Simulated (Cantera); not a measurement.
Feed: 1 mol SiH4, 4 mol NH3, 44 mol N2, held at 1898.15 K and 0.100 bar.

Equilibrium computed with Cantera from the NASA thermochemical tables; the gas is ideal and each condensed phase is pure. Candidate condensed phases: Si, Si3N4; 18 gas species. The numbers say what is thermodynamically allowed, not how fast it happens.

Base state: N2 0.850, H2 0.149, H 0.000957, Si 7.46e-5 (mole fractions); condensed: Si3N4(s).

**Question.** What changes in the equilibrium state with this change: NH3 from 4 to 0.42 mol?

**Answer.** 
```csv
species,before,after
N2,0.850,0.943
H2,0.149,0.0566
H,0.000957,0.000589
Si,7.46e-5,6.96e-5
"Si3N4(s), mol",0.331,0.332
```

**Question.** What changes in the equilibrium state with this change: 0.64 mol H2O added?

**Answer.** 
```csv
species,before,after
N2,0.850,0.831
H2,0.149,0.156
SiO,0,0.0111
H,0.000957,0.000979
Si,7.46e-5,7.57e-5
"Si3N4(s), mol",0.331,0.109
"Si2N2O(s), mol",0,0.0273
```
Mutual solubility and eutectic melting of coexisting phases are not modelled. Further candidate phases: H2O, SiO2, Si2N2O.
